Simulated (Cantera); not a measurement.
Cantera run, input and output.

```python
import numpy as np
import cantera as ct

gas = ct.Solution("h2o2.yaml")
gas.TPX = 875, 100000, {'H2': 0.56, 'O2': 1, 'N2': 15}
reactor = ct.IdealGasConstPressureReactor(gas, energy="off", clone=False)
net = ct.ReactorNet([reactor])
net.rtol, net.atol = 1e-08, 1e-18
show = ['H2', 'O2', 'OH', 'H2O', 'H', 'O']
times = np.geomspace(3e-05, 50, 15)

steps = ct.SolutionArray(gas, extra=["t"])
rows = []
print(f"{'t/s':>10s}{'T/K':>9s}{'P/Pa':>11s}" + "".join(f"{s:>11s}" for s in show))
for t in times:
    while net.time < t:
        t_next = net.step()
        steps.append(gas.state, t=t_next)
    rows.append([np.interp(t, steps.t, y) for y in (steps.T, steps.P, *steps(*show).X.T)])
    print(f"{t:10.3e}{rows[-1][0]:9.1f}{rows[-1][1]:11.4g}" + "".join(f"{x:11.3e}" for x in rows[-1][2:]))
rate = np.gradient(steps.T, steps.t)
print("integrator steps:", len(steps.t))
if steps.T.max() > steps.T[0] + 200:
    print(f"time of steepest temperature rise: {steps.t[rate.argmax()]:.4e} s")
gas.TPX = 875, 100000, {'H2': 0.56, 'O2': 1, 'N2': 15}
gas.equilibrate("TP")
print(f"equilibrium (TP): T = {gas.T:.1f} K  " + "  ".join(f"{s} {gas[s].X[0]:.3e}" for s in show))
```

It prints:

```
       t/s      T/K       P/Pa         H2         O2         OH        H2O          H          O
 3.000e-05    875.0      1e+05  3.382e-02  6.039e-02  1.996e-14  1.172e-13  4.191e-13  6.561e-14
 8.347e-05    875.0      1e+05  3.382e-02  6.039e-02  3.821e-14  7.506e-13  6.189e-13  1.611e-13
 2.323e-04    875.0      1e+05  3.382e-02  6.039e-02  4.810e-14  3.352e-12  7.205e-13  2.150e-13
 6.462e-04    875.0      1e+05  3.382e-02  6.039e-02  4.898e-14  1.116e-11  7.306e-13  2.196e-13
 1.798e-03    875.0      1e+05  3.382e-02  6.039e-02  4.969e-14  3.314e-11  7.410e-13  2.227e-13
 5.003e-03    875.0      1e+05  3.382e-02  6.039e-02  5.177e-14  9.601e-11  7.706e-13  2.316e-13
 1.392e-02    875.0      1e+05  3.382e-02  6.039e-02  5.838e-14  2.857e-10  8.588e-13  2.581e-13
 3.873e-02    875.0      1e+05  3.382e-02  6.039e-02  8.349e-14  9.587e-10  1.153e-12  3.465e-13
 1.078e-01    875.0      1e+05  3.382e-02  6.039e-02  2.139e-13  4.709e-09  2.447e-12  7.355e-13
 2.998e-01    875.0      1e+05  3.382e-02  6.039e-02  1.536e-12  5.697e-08  1.411e-11  4.240e-12
 8.343e-01    875.0      1e+05  3.381e-02  6.038e-02  7.540e-11  4.559e-06  5.022e-10  1.503e-10
 2.321e+00    875.0      1e+05  3.232e-02  5.959e-02  7.526e-09  1.371e-03  3.428e-08  9.938e-09
 6.459e+00    875.0      1e+05  1.591e-02  5.174e-02  1.628e-08  1.804e-02  3.516e-08  1.621e-08
 1.797e+01    875.0      1e+05  1.178e-03  4.478e-02  1.702e-08  3.318e-02  3.095e-09  1.068e-08
 5.000e+01    875.0      1e+05  6.722e-05  4.426e-02  3.512e-09  3.433e-02  3.683e-11  6.750e-10
integrator steps: 1189
equilibrium (TP): T = 875.0 K  H2 2.050e-13  O2 4.423e-02  OH 2.813e-09  H2O 3.440e-02  H 2.286e-17  O 4.350e-13
```

Model: the H2/O2 subset of GRI-Mech 3.0, which has no nitrogen chemistry, integrated in Cantera. Below about 950 K walls govern HO2 and H2O2 in real vessels. The temperature is held fixed by assumption; the heat of reaction is taken as removed at once.
